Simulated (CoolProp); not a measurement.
Vapour-liquid equilibrium of hydrogen chloride (1) + propane (2) at 283 K; x and y are mole fractions of (1).

Model: multi-fluid Helmholtz-energy mixture model, Thol 2018 and Lemmon 2009; pair parameters Bell 2016, in CoolProp.

```csv
x,bubble pressure (bar),y at the bubble point,dew pressure at overall composition x (bar),liquid density (mol/L)
0.05,8.607,0.263,6.679,11.97
0.2,14.65,0.582,7.940,12.92
0.35,19.44,0.704,9.733,14.02
0.5,23.23,0.776,12.47,15.36
0.65,26.46,0.833,17.05,17.07
0.8,29.46,0.893,24.59,19.42
0.95,32.32,0.969,31.71,22.83
```

No azeotrope shows between x = 0.05 and 0.95.

The pair parameters rest on a limited set of measurements; away from them the model extrapolates.
